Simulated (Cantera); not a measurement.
Feed: 1 mol TiC, 0.07 mol H2, at 2300 K and 28.0 Pa.

Equilibrium computed with Cantera from the NASA thermochemical tables; the gas is ideal and each condensed phase is pure. Candidate condensed phases: C, C6H6, C7H8, C8H18, Ti, TiC; 77 gas species. TiC: taken at fixed stoichiometry. Rates play no part.

Base state: H2 0.564, H 0.434, Ti 0.000972, C2H2 (acetylene) 0.000455, C2H 1.58e-5, C 1.29e-5 (mole fractions); condensed: TiC(s).

What changes in the equilibrium state with this change: temperature from 2300 K to 1600 K?


| species | before | after |
|---|---|---|
| H2 | 0.564 | 0.997 |
| H | 0.434 | 0.00324 |
| Ti | 0.000972 | 1.37e-8 |
| C2H2 (acetylene) | 0.000455 | 3.99e-9 |
| C2H | 1.58e-5 | <1e-9 |
| C | 1.29e-5 | <1e-9 |
| TiC(s), mol | 1.000 | 1.00 |
